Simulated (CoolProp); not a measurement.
Vapour-liquid equilibrium of acetone (1) + n-heptane (2) at 27.35 °C; x and y are mole fractions of (1).

The numbers come from the multi-fluid Helmholtz-energy mixture model, Lemmon 2006 and Span 2003; pair parameters Bell 2016 in CoolProp.

```csv
x,bubble pressure (kPa),y at the bubble point,dew pressure at overall composition x (kPa),liquid density (mol/L)
0.05,13.99,0.530,7.188,6.935
0.15,23.46,0.740,8.001,7.310
0.25,28.54,0.798,9.021,7.727
0.35,31.04,0.823,10.34,8.194
0.45,32.19,0.834,12.09,8.722
0.55,32.75,0.841,14.56,9.324
0.65,33.16,0.848,18.24,10.01
0.75,33.64,0.860,24.24,10.81
0.85,34.17,0.886,33.27,11.74
0.95,34.35,0.945,34.33,12.84
```

y crosses x between x = 0.85 and 0.95: the model has an azeotrope there.

Pair parameters are fitted to limited data, so mixtures are less certain than the pure fluids. With so large a gap from Raoult's law the liquid may split in two, which this calculation doesn't test in full.
